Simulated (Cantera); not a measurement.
Charge: 1 mol Si, 0.0035 mol H2O, 4.2 mol H2, equilibrated at 4.00 mbar.

These are equilibrium values from Cantera (NASA tables, ideal gas, pure condensed phases), not measurements of a reactor. Candidate condensed phases: H2O, Si, SiO2; 18 gas species. Gases not in the tables: Si2H6 and higher silanes. Kinetics and transport are ignored. All values below are at 1577 °C.

Base state: H2 0.989, H 0.00847, Si 0.00161, SiO 0.000827, SiH 0.000101, SiH2 4.17e-5, Si2 1.13e-5 (mole fractions); condensed: Si(l).

**Question.** What changes in the equilibrium state with this change: H2O from 0.0035 to 2.6 mol?

**Answer.** 
```json
[
 {"species": "H2", "before": "0.989", "after": "0.880"},
 {"species": "H2O", "before": "3.45e-9", "after": "0.0993"},
 {"species": "SiO", "before": "0.000827", "after": "0.0125"},
 {"species": "Si", "before": "0.00161", "after": "<1e-9"},
 {"species": "SiH", "before": "0.000101", "after": "<1e-9"},
 {"species": "Si(l), mol", "before": "0.989", "after": "0"},
 {"species": "SiO2(condensed), mol", "before": "0", "after": "0.913"}
]
```
The tables hold silica as quartz up to 1696 K and as liquid above; real silica turns to tridymite and cristobalite and melts near 1996 K.
